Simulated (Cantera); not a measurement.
An isothermal, constant-pressure homogeneous reactor starts with 1.18 % CO, 0.383 % O2, 0.187 % H2O, 98.3 % N2, equivalence ratio 1.5, at 1025 K and 4.93 atm.

Cantera simulation using GRI-Mech 3.0 (53 species, 325 reactions); the numbers are that mechanism's predictions, not measurements.

Question: Predict: x(CO) at 2.00 s; x(O2) at 2.00 s; x(H2O) at 2.00 s; x(H2O2) at 2.00 s; x(CO2) at 2.00 s; x(HO2) at 2.00 s.

Answer: 
```
Item                                                 Value
-----------------  ---------------------------------------
x(CO) at 2.00 s    0.00843 (gas-phase equilibrium 0.00348)
x(O2) at 2.00 s     0.00216 (gas-phase equilibrium <1e-12)
x(H2O) at 2.00 s   0.00185 (gas-phase equilibrium 0.00122)
x(H2O2) at 2.00 s   6.10e-8 (gas-phase equilibrium <1e-12)
x(CO2) at 2.00 s   0.00338 (gas-phase equilibrium 0.00835)
x(HO2) at 2.00 s    7.35e-7 (gas-phase equilibrium <1e-12)
```
